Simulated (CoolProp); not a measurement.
R1234ze(E) at several states: Z from the reference equation and from simpler models built on Tc = 109.4 °C, pc = 3.635 MPa, ω = 0.313; each cubic takes its own stable root.

Values from CoolProp's reference Helmholtz-energy equation of state, Thol 2016.

```csv
T (°C),p (MPa),phase,reference,Soave-Redlich-Kwong,Peng-Robinson
81.75,4.65,liquid,0.1850,0.2150,0.1910
-33.55,0.07,liquid,0.003007,0.003322,0.002942
-22.75,0.0101,gas,0.9958,0.9965,0.9963
-22.15,3.29,liquid,0.1372,0.1511,0.1339
25.75,0.233,gas,0.9445,0.9497,0.9466
```
